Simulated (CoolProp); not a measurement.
Model: reference Helmholtz-energy equation of state, Aleksandrov 2011, in CoolProp. It is a short technical equation, of lower accuracy than the large ones.

Problem. For n-undecane, give the phase and the Z, cv (kJ/(kg K)), speed of sound (m/s), Joule-Thomson coefficient (K/MPa) at 136.25 °C and 0.995 MPa; 136.25 °C and 4.98 MPa; 136.25 °C and 6.97 MPa.

Solution. 
- 136.25 °C and 0.995 MPa: liquid; Z 0.0701, cv 2.23, speed of sound 870, Joule-Thomson coefficient -0.290
- 136.25 °C and 4.98 MPa: liquid; Z 0.348, cv 2.24, speed of sound 908, Joule-Thomson coefficient -0.306
- 136.25 °C and 6.97 MPa: liquid; Z 0.485, cv 2.24, speed of sound 926, Joule-Thomson coefficient -0.312
